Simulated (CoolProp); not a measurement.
A single-stage vapour-compression cycle with the fluid: evaporating at 215.15 K (dew point), condensing at 280.15 K (bubble point), superheat 10 K, subcooling 2 K, compressor efficiency 0.8, no pressure losses. The same conditions are run with several fluids, on thermodynamics alone (safety and materials aside).

Values from CoolProp's reference Helmholtz-energy equation of state of each fluid (R13: Platzer 1990; CH2F2 (R32): Tillner-Roth 1997; R134a: Tillner-Roth 1994; fluoroethane (R161): Wu 2012; ethane: Bücker 2006; dimethyl ether: Wu 2011). The equations of Platzer and Polt are older, rougher fits.

### Question
Rank R13, CH2F2 (R32), R134a, fluoroethane (R161), ethane, dimethyl ether by cooling COP, highest first.

### Answer
dimethyl ether (2.09), fluoroethane (R161) (2.05), R134a (2.03), CH2F2 (R32) (1.94), ethane (1.71), R13 (1.63)

| fluid | pressure ratio | discharge temperature (K) | refrigerating effect (kJ/kg) | volumetric capacity (kJ/m³) |
|---|---|---|---|---|
| R13 | 7.70 | 321.8 | 75.6 | 1390 |
| CH2F2 (R32) | 13.9 | 407.6 | 293 | 606 |
| R134a | 20.7 | 331.4 | 163 | 162 |
| fluoroethane (R161) | 15.3 | 362.3 | 329 | 306 |
| ethane | 6.88 | 339.0 | 272 | 1940 |
| dimethyl ether | 18.4 | 355.6 | 372 | 170 |
